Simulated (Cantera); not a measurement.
Mixture: 8.51 % CH4, 7.23 % H2, 21.3 % O2, 63.0 % N2, equivalence ratio 0.97, at 6.70 bar, adiabatic and at constant pressure. Ignition delay is the time to a rise of 400 K.

Model: GRI-Mech 3.0 (53 species, 325 reactions), integrated in Cantera. Below about 1000 K GRI-Mech 3.0 lacks low-temperature oxidation paths.

Q: Predict: delay at 975 K; delay at 1025 K; delay at 1075 K; delay at 1125 K; delay at 1175 K; delay at 1225 K; apparent activation energy between 1125 and 1225 K.

A: 
| Item | Value |
|---|---|
| delay at 975 K | 24.5 ms |
| delay at 1025 K | 6.60 ms |
| delay at 1075 K | 1.91 ms |
| delay at 1125 K | 0.674 ms |
| delay at 1175 K | 0.315 ms |
| delay at 1225 K | 0.181 ms |
| apparent activation energy between 1125 and 1225 K | 150 kJ/mol |
